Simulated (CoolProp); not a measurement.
Saturated liquid density (kg/m³) of ammonia: the reference equation beside estimates from Tc = 132.4 °C, pc = 11.36 MPa, ω = 0.256. Rackett uses Z = 0.29056 − 0.08775 ω.

Model: reference Helmholtz-energy equation of state, Gao 2020, in CoolProp.

```
T (°C)  reference  Rackett  van der Waals  Redlich-Kwong
------  ---------  -------  -------------  -------------
41.25       577.6    505.5          304.4          433.4
43.75       573.5    502.0          302.3          429.6
46.25       569.3    498.6          300.2          425.8
48.65       565.3    495.2          298.1          422.1
51.15       561.0    491.6          295.9          418.2
53.65       556.7    488.0          293.7          414.2
56.05       552.4    484.5          291.5          410.3
58.55       548.0    480.8          289.2          406.2
61.05       543.4    477.0          286.9          402.0
63.45       538.9    473.3          284.6          397.8
65.95       534.2    469.3          282.2          393.5
68.45       529.4    465.3          279.7          389.0
70.85       524.7    461.4          277.3          384.7
73.35       519.6    457.3          274.7          380.0
75.85       514.5    453.0          272.1          375.3
```

Absolute difference from the reference over all 15 rows, mean and median: Rackett 12.2 and 12.3 %, van der Waals 47.2 and 47.2 %, Redlich-Kwong 25.9 and 25.9 %.
